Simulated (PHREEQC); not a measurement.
Buffer (model solution)

Solution (20 °C): 0.002 mol KH2PO4 and 0.035 mol Na2CO3 per kg of water. Closed to the air; pH follows from the charge balance.

All values are PHREEQC results (ion-association model, phreeqc.dat), not measurements.

No solid was allowed to form.

What pH, ionic strength, specific conductance does the model give?

pH 10.97; ionic strength 0.0893 mol/kgw; specific conductance 5020 µS/cm.

In which forms is Na present?

Na+ 88 %, NaCO3- 12 % of the Na.
